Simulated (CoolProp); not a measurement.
Properties of carbon monoxide along the isobar 16500 kPa.

Computed with CoolProp (reference Helmholtz-energy equation of state, Lemmon 2006). It is a short technical equation, of lower accuracy than the large ones.

| T (K) | phase | density (kg/m³) | cp (kJ/(kg K)) | cv (kJ/(kg K)) | Joule-Thomson coefficient (K/MPa) | isothermal compressibility (1/MPa) | fugacity coefficient |
|---|---|---|---|---|---|---|---|
| 115.7 | liquid | 699.0 | 2.043 | 1.004 | -0.2299 | 0.005368 | 0.1378 |
| 134.6 | supercritical | 618.3 | 2.120 | 0.9480 | -0.01752 | 0.009787 | 0.2682 |
| 153.5 | supercritical | 530.1 | 2.198 | 0.9073 | 0.3338 | 0.01837 | 0.4160 |
| 172.4 | supercritical | 440.8 | 2.175 | 0.8753 | 0.7968 | 0.03151 | 0.5561 |
| 191.3 | supercritical | 364.0 | 1.998 | 0.8490 | 1.193 | 0.04359 | 0.6737 |
| 210.2 | supercritical | 306.6 | 1.782 | 0.8281 | 1.389 | 0.05031 | 0.7660 |
| 229.1 | supercritical | 265.2 | 1.611 | 0.8123 | 1.422 | 0.05325 | 0.8370 |
| 248 | supercritical | 234.7 | 1.488 | 0.8006 | 1.364 | 0.05447 | 0.8912 |
| 266.9 | supercritical | 211.4 | 1.401 | 0.7920 | 1.264 | 0.05497 | 0.9329 |
| 285.8 | supercritical | 193.0 | 1.338 | 0.7856 | 1.148 | 0.05518 | 0.9650 |
| 304.7 | supercritical | 178.0 | 1.291 | 0.7809 | 1.028 | 0.05527 | 0.9900 |
| 323.6 | supercritical | 165.4 | 1.255 | 0.7775 | 0.9101 | 0.05531 | 1.009 |
| 342.5 | supercritical | 154.8 | 1.227 | 0.7752 | 0.7977 | 0.05534 | 1.025 |
| 361.4 | supercritical | 145.6 | 1.205 | 0.7738 | 0.6918 | 0.05536 | 1.037 |
